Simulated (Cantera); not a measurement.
Charge: 1 mol CS2, 0.66 mol O2, at 2998 K and 0.100 bar.

Equilibrium computed with Cantera from the NASA thermochemical tables; the gas is ideal and each condensed phase is pure. Candidate condensed phases: C, S; 22 gas species. Rates play no part.

Base state: CO 0.384, S 0.328, S2 0.170, SO 0.101, SO2 0.00655, CO2 0.00466, O 0.00450, S2O 0.000498 (mole fractions); condensed: gas only.

**Question.** What changes in the equilibrium state with this change: CS2 replaced by S?

**Answer.** 
```csv
species,before,after
SO,0.101,0.435
SO2,0.00655,0.350
S,0.328,0.113
CO,0.384,0
O2,0.000160,0.0248
O,0.00450,0.0560
S2,0.170,0.0203
CO2,0.00466,0
COS,0.000206,0
CS,3.22e-5,0
SO3,2.34e-8,1.56e-5
S2O,0.000498,0.000737
```
